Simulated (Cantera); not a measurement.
Charge: 1 mol Si2Cl6, 3.8 mol NH3, 54 mol N2, held at 1650 K and 0.495 Torr.

Equilibrium computed with Cantera from the NASA thermochemical tables; the gas is ideal and each condensed phase is pure. Candidate condensed phases: NH4Cl, Si, Si3N4; 28 gas species. The feed counts by its element totals alone. The tables' values for SiCl, SiCl3 are old estimates; treat these amounts as uncertain. The numbers say what is thermodynamically allowed, not how fast it happens.

Base state: N2 0.865, H2 0.0721, HCl 0.0312, SiCl2 0.0304, H 0.000949, Cl 0.000323, Si 0.000256, SiCl 0.000175 (mole fractions); condensed: gas only.

### Question
What changes in the equilibrium state with this change: NH3 from 3.8 to 2.7 mol?

### Answer
```tsv
species	before	after
N2	0.865	0.886
H2	0.0721	0.0485
HCl	0.0312	0.0320
SiCl2	0.0304	0.0316
Si	0.000256	0.000171
SiCl3	9.44e-5	0.000123
Cl	0.000323	0.000403
```
